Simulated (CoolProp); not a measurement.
Vapour pressure (MPa) of R123: the reference equation beside estimates from Tc = 456.8 K, pc = 3.662 MPa, ω = 0.282. Clausius-Clapeyron is anchored at 290.6 K with a constant enthalpy of vaporisation of 26.68 kJ/mol.

Values from CoolProp's reference Helmholtz-energy equation of state, Younglove 1994. It is a modified Benedict-Webb-Rubin equation, recast in Helmholtz form.

```
T (K)  reference  Clausius-Clapeyron  van der Waals  Redlich-Kwong  Peng-Robinson
-----  ---------  ------------------  -------------  -------------  -------------
266.9    0.02434             0.02567         0.2723        0.05638        0.02490
278.8    0.04199             0.04289         0.3507        0.08945        0.04253
290.6    0.06845             0.06845         0.4422         0.1350        0.06883
302.4     0.1067                 [?]         0.5485         0.1961         0.1067
314.2     0.1599              0.1569         0.6706         0.2755         0.1595
326       0.2317              0.2271         0.8092         0.3759         0.2307
337.8     0.3260              0.3203         0.9653         0.5002         0.3243
349.6        [?]              0.4414          1.140         0.6511         0.4446
361.4     0.5988              0.5957          1.333         0.8313         0.5963
373.2     0.7864                 [?]          1.546            [?]         0.7843
385        1.015               1.027          1.778          1.290            [?]
396.8      1.289               1.315          2.032          1.573          1.291
408.6      1.615               1.662          2.307          1.895          1.620
```

### Question
What belongs in the gaps?

### Answer

- 302.4, Clausius-Clapeyron: 0.1053
- 349.6, reference: 0.4469
- 373.2, Clausius-Clapeyron: 0.7888
- 373.2, Redlich-Kwong: 1.043
- 385, Peng-Robinson: 1.014

Absolute difference from the reference over all 13 rows, mean and median: Clausius-Clapeyron 1.7 and 1.7 %, van der Waals 309.9 and 196.1 %, Redlich-Kwong 61.3 and 53.4 %, Peng-Robinson 0.5 and 0.4 %.
